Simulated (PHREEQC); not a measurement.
A solution holds 0.099 mol/kgw HF and 6.7e-05 mol/kgw NaF, at 20 °C. Closed to the air; pH follows from the charge balance.

Model: ion-association model, phreeqc.dat, run in PHREEQC.

This is a speciation only: nothing precipitates in the calculation.

Question: Order these F species by the share of F that they hold, largest first: F-, HF2-, HF.

Answer: HF (87 %), F- (7.7 %), HF2- (4.9 %)

The pH is 2.04 and the ionic strength 0.0101 mol/kgw.
